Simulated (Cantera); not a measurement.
Input: 1 mol Ti, 5.3 mol CO, 8.2 mol H₂, at 1973.15 K and 490000 Pa.

Method: chemical equilibrium by Gibbs-energy minimisation in Cantera with the NASA 1993 tables (ideal gas, pure condensed phases). Candidate condensed phases: C, C₆H₆, C₇H₈, C₈H₁₈, H₂O, Ti, TiC, TiO, TiO₂, Ti₂O₃, Ti₃O₅, Ti₄O₇; 113 gas species. Mutual solubility and eutectic melting of coexisting phases are not modelled. TiC: taken at fixed stoichiometry. Equilibrium is a limit: real reactors are often held back by kinetics, nucleation or transport.

Base state: H₂ 0.634, CO 0.364, H₂O 0.000865, H 0.000486, CH₄ 0.000154, CO₂ 0.000111, C₂H₂ (acetylene) 1.19e-5 (mole fractions); condensed: TiC(s) + Ti₂O₃(s).

Question: What changes in the equilibrium state with this change: temperature from 1973.15 K to 1523.15 K?

Answer: 
| species | before | after |
|---|---|---|
| H₂ | 0.634 | 0.686 |
| CO | 0.364 | 0.307 |
| CH₄ | 0.000154 | 0.00530 |
| H | 0.000486 | 8.66e-6 |
| CO₂ | 0.000111 | 0.000251 |
| TiC(s), mol | 0.604 | 0 |
| Ti₂O₃(s), mol | 0.198 | 0 |
| C(graphite), mol | 0 | 1.62 |
| Ti₃O₅(s), mol | 0 | 0.333 |

Question: What changes in the equilibrium state with this change: temperature from 1973.15 K to 1023.15 K?

Answer: 
```json
[
 {"species": "H₂", "before": "0.634", "after": "0.561"},
 {"species": "CO", "before": "0.364", "after": "0.159"},
 {"species": "H₂O", "before": "0.000865", "after": "0.120"},
 {"species": "CH₄", "before": "0.000154", "after": "0.116"},
 {"species": "CO₂", "before": "0.000111", "after": "0.0443"},
 {"species": "H", "before": "0.000486", "after": "1.41e-9"},
 {"species": "C₂H₂ (acetylene)", "before": "1.19e-5", "after": "1.18e-9"},
 {"species": "TiC(s), mol", "before": "0.604", "after": "0"},
 {"species": "Ti₂O₃(s), mol", "before": "0.198", "after": "0"},
 {"species": "C(graphite), mol", "before": "0", "after": "2.43"},
 {"species": "TiO₂(rutile), mol", "before": "0", "after": "1.00"}
]
```
Gases not in the tables: TiO(OH)₂.

Question: What changes in the equilibrium state with this change: temperature from 1973.15 K to 1373 K?

Answer: 
```
species              before     after
-----------------  --------  --------
H₂                    0.634     0.697
CO                    0.364     0.286
CH₄                0.000154    0.0120
H                  0.000486   1.26e-6
C₂H₂ (acetylene)    1.19e-5   1.20e-6
CO₂                0.000111  0.000908
H₂O                0.000865   0.00457
TiC(s), mol           0.604         0
Ti₂O₃(s), mol         0.198         0
C(graphite), mol          0      1.93
TiO₂(rutile), mol         0      1.00
```
Gases not in the tables: TiO(OH)₂.
